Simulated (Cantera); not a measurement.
A perfectly stirred reactor is fed with H₂ : O₂ : N₂ = 1 : 0.641 : 2.41 (molar parts), equivalence ratio 0.78, at 0.250 bar; it is adiabatic with a 400 K inlet, and is followed from long to short residence time, starting on the burning branch (τ in s: 0.095, 0.035, 0.013, 0.0048, 0.0018, 0.00066, 0.00025, 9.1e-05, 3.4e-05, 1.2e-05).

Computed with Cantera and the H2/O2 subset of GRI-Mech 3.0, which has no nitrogen chemistry.

One state of this run: T (K) = 2035; x H₂ = 0.0129; x O₂ = 0.0413; x HO₂ = 2.92e-6; x H₂O₂ = 1.20e-7; x O = 0.00481. x: mole fraction; the columns are a selection and need not sum to one.

Problem. Which value of τ (s) does it belong to?
A. 1.2e-5
B. 3.4e-5
C. 0.013
D. 0.0018

Solution. C, 0.013
